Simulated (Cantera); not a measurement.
An isothermal, constant-pressure homogeneous reactor starts with 4.58 % H₂, 95.4 % O₂, equivalence ratio 0.024, at 1425 K and 2670 Pa.

Cantera simulation using the H2/O2 subset of GRI-Mech 3.0, which has no nitrogen chemistry; the numbers are that mechanism's predictions, not measurements. Radical loss at walls, strong at low pressure, is not modelled. The temperature is held fixed by assumption; the heat of reaction is taken as removed at once.

One state of this run: x H₂ = 1.95e-7; x O₂ = 0.953; x H = 1.86e-8; x HO₂ = 9.50e-8; x H₂O = 0.0468; x H₂O₂ = 9.82e-10; x O = 8.35e-6. x: mole fraction; the columns are a selection and need not sum to one.

Question: Which value of t (s) does it belong to?
A. 0.0721
B. 0.684
C. 0.222
D. 20.0

Answer: D, 20.0
